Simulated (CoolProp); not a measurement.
Vapour pressure (bar) of cyclopropane: the reference equation beside estimates from Tc = 398.7 K, pc = 56.05 bar, ω = 0.131. Clausius-Clapeyron is anchored at 318.2 K with a constant enthalpy of vaporisation of 15.58 kJ/mol.

Computed with CoolProp (reference Helmholtz-energy equation of state, Polt 1992). This equation is an older, rougher fit; its heat capacities, sound speeds and derivatives of the liquid may be far off and weren't checked against measurements.

```csv
T (K),reference,Lee-Kesler,Clausius-Clapeyron,van der Waals,Redlich-Kwong,Soave-Redlich-Kwong
311,10.10,10.09,10.48,19.10,11.49,10.14
318.2,12.01,12.01,12.01,21.25,13.56,12.08
325.4,14.18,14.18,13.68,23.56,15.87,14.29
332.5,16.59,16.58,15.47,25.97,18.40,16.74
339.7,19.32,19.30,17.44,28.58,21.23,19.52
346.9,22.37,22.34,19.55,31.34,24.34,22.61
354.1,25.75,25.71,21.83,34.26,27.75,26.05
361.3,29.50,29.45,24.25,37.35,31.46,29.84
368.4,33.57,…,26.80,40.55,35.43,33.94
375.6,38.12,38.07,29.55,…,39.78,38.50
382.8,43.11,43.08,32.46,47.54,44.47,…
390,48.61,48.62,35.53,51.29,49.50,48.90
```

Question: Complete the blanks.

Answer: 
- 368.4, Lee-Kesler: 33.52
- 375.6, van der Waals: 43.96
- 382.8, Soave-Redlich-Kwong: 43.48

Absolute difference from the reference over all 12 rows, mean and median: Lee-Kesler 0.1 and 0.1 %, Clausius-Clapeyron 13.6 and 13.9 %, van der Waals 40.7 and 36.6 %, Redlich-Kwong 8.1 and 8.3 %, Soave-Redlich-Kwong 0.9 and 1.0 %.
